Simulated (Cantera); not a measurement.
Cantera run, input and output.

```python
import numpy as np
import cantera as ct

gas = ct.Solution("gri30.yaml")


def delay(T, t_max=10):
    gas.TPX = T, 100000, {'CH4': 1, 'C2H6': 0.04, 'O2': 1.78, 'N2': 6.71}
    reactor = ct.IdealGasConstPressureReactor(gas, clone=False)
    net = ct.ReactorNet([reactor])
    net.rtol, net.atol = 1e-8, 1e-16
    while net.time < t_max:
        t_old, T_old = net.time, reactor.T
        net.step()
        if reactor.T > T + 400:  # ignition: a rise of 400 K
            return t_old + (T + 400 - T_old) / (reactor.T - T_old) * (net.time - t_old)
    return np.nan


taus = []
for T in [1025, 1075, 1125, 1175, 1225, 1275, 1325, 1375, 1425]:
    taus.append(delay(T))
    print(f"T0 = {T:6g} K   tau = {taus[-1]:.4e} s")
```

Output:

```
T0 =   1025 K   tau = 1.8418e-01 s
T0 =   1075 K   tau = 9.2441e-02 s
T0 =   1125 K   tau = 4.7486e-02 s
T0 =   1175 K   tau = 2.4779e-02 s
T0 =   1225 K   tau = 1.3095e-02 s
T0 =   1275 K   tau = 7.0018e-03 s
T0 =   1325 K   tau = 3.7921e-03 s
T0 =   1375 K   tau = 2.0875e-03 s
T0 =   1425 K   tau = 1.1744e-03 s
```

Detailed kinetics in Cantera: GRI-Mech 3.0 (53 species, 325 reactions).
